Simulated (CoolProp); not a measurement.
Vapour pressure (kPa) of dimethyl ether: the reference equation beside estimates from Tc = 400.4 K, pc = 5337 kPa, ω = 0.196. Clausius-Clapeyron is anchored at 278.2 K with a constant enthalpy of vaporisation of 19.74 kJ/mol.

Model: reference Helmholtz-energy equation of state, Wu 2011, in CoolProp.

```csv
T (K),reference,Lee-Kesler,Clausius-Clapeyron,van der Waals,Redlich-Kwong,Soave-Redlich-Kwong,Peng-Robinson
214.4,17.53,16.98,25.04,232.7,29.71,17.25,18.12
223.5,29.81,29.02,39.30,301.7,49.09,29.37,30.51
232.6,48.32,…,59.54,…,77.23,47.69,49.05
241.7,75.10,73.85,87.43,480.2,116.5,74.28,75.76
250.9,113.0,111.7,125.3,593.1,170.1,112.0,113.4
260,163.8,162.6,174.5,721.2,239.5,162.8,163.9
269.1,230.8,230.0,237.6,866.6,327.9,230.0,230.5
278.2,317.1,317.0,317.1,1030,438.3,316.9,316.2
287.3,426.0,427.0,415.5,1213,573.3,426.9,424.6
296.5,562.6,564.9,537.0,1417,737.6,565.3,560.8
305.6,727.6,731.5,681.5,1640,930.5,733.0,725.8
314.7,926.1,931.6,853.1,…,1156,935.4,924.9
323.8,1162,1169,1055,2151,1417,1176,1162
332.9,…,1448,1289,2440,1716,1460,1442
```

**Question.** Fill in the missing entries.

**Answer.** 
- 232.6, Lee-Kesler: 47.27
- 232.6, van der Waals: 383.8
- 314.7, van der Waals: 1885
- 332.9, reference: 1440

Absolute difference from the reference over all 14 rows, mean and median: Lee-Kesler 1.1 and 0.6 %, Clausius-Clapeyron 12.5 and 8.5 %, van der Waals 382.8 and 250.1 %, Redlich-Kwong 41.8 and 40.1 %, Soave-Redlich-Kwong 0.9 and 0.9 %, Peng-Robinson 0.7 and 0.3 %.
